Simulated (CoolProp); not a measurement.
n-nonane at several states: density (kg/m³) from the reference equation and from simpler models built on Tc = 321.4 °C, pc = 22.82 bar, ω = 0.443; each cubic takes its own stable root.

Values from CoolProp's reference Helmholtz-energy equation of state, Lemmon 2006. It is a short technical equation, of lower accuracy than the large ones.

```tsv
T (°C)	p (bar)	phase	reference
228.95	40.3	liquid	542.7
92.85	32	liquid	663.5
257.15	86.4	liquid	532.0
75.95	0.742	liquid	673.4
172.85	1.43	gas	5.309
149.85	0.147	gas	0.5404
```

**Question.** How far does each simpler model (van der Waals, Redlich-Kwong, Peng-Robinson) lie from the reference over these 6 states: mean and median of the absolute difference, and the worst?

**Answer.** 
- van der Waals: mean 37.5 %, median 39.0 %, worst -99.5 % at 75.95 °C and 0.742 bar
- Redlich-Kwong: mean 12.7 %, median 17.4 %, worst -19.7 % at 228.95 °C and 40.3 bar
- Peng-Robinson: mean 2.6 %, median 3.3 %, worst -4.2 % at 75.95 °C and 0.742 bar

At some of these states van der Waals gives the other phase, because its saturation line lies elsewhere.
